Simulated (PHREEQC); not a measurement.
2.6 g of hydrous ferric oxide (600 m²/g; 0.2 weak and 0.005 strong sites per Fe, Dzombak-Morel constants, diffuse double layer) in 1 kg of water with 0.005 mol/kgw of an inert sodium salt and 0.00014 mol NaF and 0.0055 mol NaH2PO4, at 25 °C; the pH is set by adding NaOH or the inert anion's acid. Oxygen is held at 0.21 atm. No CO2 enters from the air. No solid was allowed to form.

Model: ion-association model, wateq4f.dat, run in PHREEQC.

```csv
pH,F sorbed (%),P sorbed (%),surface charge σ (C/m²),surface potential ψ (mV)
4,4.7,98.5,0.012,45
5.33,1.1,93.7,-0.002,-8
6,0.6,88.7,-0.009,-34
6.67,0.3,81.1,-0.017,-57
8,0.3,57.7,-0.032,-84
9.33,0.3,25.9,-0.054,-100
10,0.2,11.5,-0.071,-111
10.67,0.1,2.9,-0.103,-126
12,0.0,0.0,-0.265,-158
```

H3PO4, which wateq4f.dat lacks, is added to it with the constant of phreeqc.dat.
